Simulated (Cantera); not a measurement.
**Nitride etching: AlN + Cl2 + N2**

Feed: 1 mol AlN, 20 mol Cl2, 74 mol N2, equilibrated at 0.240 bar.

These are equilibrium values from Cantera (NASA tables, ideal gas, pure condensed phases), not measurements of a reactor. Candidate condensed phases: Al, AlCl3, AlN; 11 gas species. The tables' values for AlCl2 are old estimates; treat these amounts as uncertain. The numbers say what is thermodynamically allowed, not how fast it happens.

From 600 °C to 1800 °C nothing is condensed. The main Al-bearing gas is AlCl3 throughout.

| T (°C) | log p N2 | log p Cl | log p Cl2 | log p AlCl3 | log p AlCl2 | log p Al2Cl6 | log p AlCl |
|---|---|---|---|---|---|---|---|
| 600 | -0.72 | -5.02 | -1.33 | -2.59 | <-12 | -5.31 | <-12 |
| 700 | -0.72 | -4.25 | -1.33 | -2.59 | <-12 | -6.02 | <-12 |
| 800 | -0.72 | -3.63 | -1.33 | -2.59 | -12.36 | -6.60 | <-12 |
| 900 | -0.72 | -3.12 | -1.33 | -2.59 | -11.11 | -7.07 | <-12 |
| 1000 | -0.72 | -2.68 | -1.34 | -2.59 | -10.06 | -7.46 | <-12 |
| 1100 | -0.73 | -2.32 | -1.35 | -2.60 | -9.16 | -7.79 | <-12 |
| 1200 | -0.73 | -2.01 | -1.38 | -2.60 | -8.38 | -8.08 | <-12 |
| 1300 | -0.74 | -1.75 | -1.44 | -2.61 | -7.69 | -8.33 | -12.00 |
| 1400 | -0.75 | -1.54 | -1.52 | -2.62 | -7.07 | -8.56 | -10.88 |
| 1500 | -0.76 | -1.38 | -1.65 | -2.63 | -6.50 | -8.77 | -9.84 |
| 1600 | -0.77 | -1.27 | -1.82 | -2.64 | -5.96 | -8.95 | -8.86 |
| 1700 | -0.78 | -1.20 | -2.04 | -2.66 | -5.44 | -9.12 | -7.91 |
| 1800 | -0.79 | -1.15 | -2.28 | -2.66 | -4.95 | -9.26 | -7.02 |
log p: log10 of the partial pressure in bar; nothing condenses.
